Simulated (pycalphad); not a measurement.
All values are pycalphad results on the COST 507 light-alloy database (1999) (1 atm), not direct measurements. The data set is of 1999 and partly superseded. Phase fractions are per mole of atoms.

Problem. Give the equilibrium state of Si-56.85Sn (at.%) at 950 K.

Solution. LIQUID, fraction 0.570, with 99.79 Sn at.%; DIAMOND_A4, fraction 0.430, with <0.01 Sn at.%.

DIAMOND_A4 is diamond (Si).
